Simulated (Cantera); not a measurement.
Charge: 1 mol CF4, a varied amount of CH4, at 2725 K and 1.00 bar.

Cantera equilibrium calculation (NASA polynomials, part measured and part estimated; ideal gas, pure solids and liquids). Candidate condensed phases: C, C6H6, C7H8, C8H18; 95 gas species. Gases not in the tables: C2F6 and larger saturated fluorocarbons. Rates play no part.

What share of the C ends up in condensed phases as a function of n(CH4) (mol), at 0.084, 0.1, 0.12, 0.14, 0.17, 0.21, 0.25, 0.3, 0.35, 0.42?


```tsv
n(CH4) (mol)	C condensed (%)	as
0.084	0.0	-
0.1	0.0	-
0.12	0.0	-
0.14	0.0	-
0.17	0.1	C(graphite)
0.21	7.4	C(graphite)
0.25	14.4	C(graphite)
0.3	22.6	C(graphite)
0.35	30.4	C(graphite)
0.42	40.5	C(graphite)
```
